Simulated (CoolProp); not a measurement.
A closed Brayton cycle with nitrogen: compressor inlet 330.15 K and 1.8 MPa, high pressure 4.58 MPa, turbine inlet 855 K, compressor efficiency 0.89, turbine efficiency 0.9, recuperator effectiveness 0.8 (on enthalpy, no pinch check). Each further row changes one setting.

Values from CoolProp's reference Helmholtz-energy equation of state, Span 2000.

```
case                           thermal efficiency (%)  net work (kJ/kg)  compressor to turbine work  compressor exit (K)  turbine exit (K)
-----------------------------  ----------------------  ----------------  --------------------------  -------------------  ----------------
as stated                                         ___              72.3                        0.62                444.0             685.4
turbine inlet 805 K                              27.1              60.9                        0.66                444.0             643.8
compressor inlet 340.15 K                        28.4              68.6                         ___                  ___             685.4
high pressure 3.89 MPa                           29.0              65.3                        0.59                421.9             712.5
recuperator effectiveness 0.5                    22.4              72.3                        0.62                444.0             685.4
```

Fill in the missing entries.


- as stated, thermal efficiency (%): 29.5
- compressor inlet 340.15 K, compressor to turbine work: 0.64
- compressor inlet 340.15 K, compressor exit (K): 457.3
